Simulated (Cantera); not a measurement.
Cantera run:

```python
import numpy as np
import cantera as ct

gas_names = """
    CL CLO CL2 N NO NO2 NO3 N2 N2O O O2 O3 Si SiCL SiCL2 SiCL3 SiCL4 SiN SiO SiO2 Si2 Si2N Si3
""".split()
cond_names = """
    Si(cr) Si(L) SiO2(Lqz) SiO2(hqz) SiO2(L) Si2N2O(s) Si3N4(a)
""".split()


# ... load() reads the species with a 1 bar reference pressure and builds the phases ...
atoms = {
    'SiCl4': {'Si': 1, 'CL': 4},
    'NO': {'N': 1, 'O': 1},
    'N2': {'N': 2},
}
top_T = {'Si2N2O(s)': 2100, 'Si3N4(a)': 2400}  # K; cautious upper limits of use, not melting points


# ... equilibrate(T, P, feed) seeds the gas with the atoms and calls Mixture.equilibrate('TP', solver="vcs", rtol=1e-11, max_steps=5000) ...
results = []
feed = {'SiCl4': 1, 'NO': 4.7, 'N2': 120}  # mol
P = 310  # Pa
for T in [775, 825, 875, 925, 975, 1025, 1075, 1125]:
    mix = equilibrate(T, P, feed)
    results.append((T, P, feed, dict(zip(mix.species_names, mix.species_moles))))

top = {s: max(r[3][s] / sum(r[3][g] for g in gas_names) for r in results) for s in gas_names}
cols = sorted((s for s in top if top[s] > 1e-05), key=lambda s: -top[s])[:7]
seen = [c for c in cond_names if any(r[3].get(c, 0) > 1e-12 for r in results)]
print("log10 of partial pressures in bar; condensed amounts in mol")
print(f"{'T/K':>10s}" + "".join(f"{s[:9]:>10s}" for s in cols + seen))
for T, P, feed, n in results:
    ng = sum(n[g] for g in gas_names)
    print(f"{T:10.4g}" + "".join(f"{np.log10(max(n[s] / ng * P / 1e5, 1e-99)):10.3f}" for s in cols)
          + "".join(f"{n.get(c, 0):10.4g}" for c in seen))
```

Result:

```
log10 of partial pressures in bar; condensed amounts in mol
       T/K        N2       CL2        O2        CL        NO SiO2(Lqz) SiO2(hqz)
       775    -2.520    -4.307    -4.478    -7.443    -8.999         1         0
       825    -2.520    -4.307    -4.478    -6.938    -8.626         1         0
       875    -2.520    -4.308    -4.478    -6.491    -8.295         0         1
       925    -2.520    -4.311    -4.478    -6.092    -8.000         0         1
       975    -2.520    -4.315    -4.478    -5.735    -7.736         0         1
      1025    -2.521    -4.325    -4.478    -5.414    -7.497         0         1
      1075    -2.521    -4.342    -4.479    -5.128    -7.281         0         1
      1125    -2.521    -4.371    -4.479    -4.874    -7.084         0         1
```

Method: chemical equilibrium by Gibbs-energy minimisation in Cantera with the NASA 1993 tables (ideal gas, pure condensed phases).
